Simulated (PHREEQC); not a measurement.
Synthetic water in mg/L, 28 °C, pH 6.43, pe 9.1: Na 5.46; K 0.336; Ca 48.3; Mg 2.9; Cl 24; S(6) as SO4 36.3; Alkalinity as HCO3 81.6; F 0.113; Br 0.462; Cd 1.38.

Valence states are taken as typed.

Computed with PHREEQC (ion-association model, wateq4f.dat).

This is a speciation only: nothing precipitates in the calculation.

Problem. What charge-balance error does the model give?

Solution. charge-balance error 2.5 %.

Problem. In which forms is C present?

Solution. HCO3- 57 %, CO2 43 %, CaHCO3+ 0.7 % of the C.

The solution is supersaturated, for example in Otavite, so a real one may precipitate; this is no full list.
